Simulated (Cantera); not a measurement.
Input (Python, Cantera):

```python
import numpy as np
import cantera as ct

gas = ct.Solution("gri30.yaml")


def delay(T, t_max=10):
    gas.TPX = T, 2700000, {'CH3OH': 1, 'O2': 1.72, 'N2': 6.48}
    reactor = ct.IdealGasReactor(gas, clone=False)
    net = ct.ReactorNet([reactor])
    net.rtol, net.atol = 1e-8, 1e-16
    while net.time < t_max:
        t_old, T_old = net.time, reactor.T
        net.step()
        if reactor.T > T + 400:  # ignition: a rise of 400 K
            return t_old + (T + 400 - T_old) / (reactor.T - T_old) * (net.time - t_old)
    return np.nan


taus = []
for T in [1098, 1148, 1198, 1248, 1298, 1348, 1398]:
    taus.append(delay(T))
    print(f"T0 = {T:6g} K   tau = {taus[-1]:.4e} s")
```

Result:

```
T0 =   1098 K   tau = 5.1004e-03 s
T0 =   1148 K   tau = 1.9254e-03 s
T0 =   1198 K   tau = 7.8897e-04 s
T0 =   1248 K   tau = 3.4814e-04 s
T0 =   1298 K   tau = 1.6436e-04 s
T0 =   1348 K   tau = 8.2564e-05 s
T0 =   1398 K   tau = 4.3929e-05 s
```

Model: GRI-Mech 3.0 (53 species, 325 reactions), integrated in Cantera. GRI-Mech 3.0 was tuned for natural gas; its chemistry of methanol as a main component is partial and can be far from experiment. The pressure lies above the range GRI-Mech 3.0 was tuned for (to about 10 atm).
